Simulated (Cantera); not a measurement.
A closed system holds: 1 mol Si3N4, 1.8 mol HF, 0.52 mol Cl2, at 977 °C and 8.80 mbar.

Cantera equilibrium calculation (NASA polynomials, part measured and part estimated; ideal gas, pure solids and liquids). The tables' values for SiCl3, SiF3, SiF2 are old estimates; treat these amounts as uncertain. Rates play no part.

```json
[
 {"species": "H2", "before": "0.237", "after": "0.346"},
 {"species": "HCl", "before": "0.356", "after": "0.249"},
 {"species": "SiF4", "before": "0.205", "after": "0.232"},
 {"species": "SiCl4", "before": "0.0273", "after": "0.00310"},
 {"species": "N2", "before": "0.162", "after": "0.161"},
 {"species": "SiCl3", "before": "0.00319", "after": "0.000624"},
 {"species": "SiHCl3", "before": "0.000647", "after": "0.000153"},
 {"species": "SiCl2", "before": "0.00267", "after": "0.000901"},
 {"species": "SiHF3", "before": "0.00114", "after": "0.00152"},
 {"species": "HF", "before": "0.00241", "after": "0.00299"},
 {"species": "SiF3", "before": "0.00258", "after": "0.00283"},
 {"species": "Si3N4(s), mol", "before": "0.825", "after": "0.685"}
]
```
Gas species are given as mole fractions.

Question: Name the change that produced these shifts.
A) temperature from 977 °C to 452 °C
B) temperature from 977 °C to 852 °C
C) temperature from 977 °C to 450 °C
D) HF from 1.8 to 3.7 mol

Answer: D, HF from 1.8 to 3.7 mol. The tables' values for SiF3, SiCl3, SiF2 are old estimates; treat these amounts as uncertain
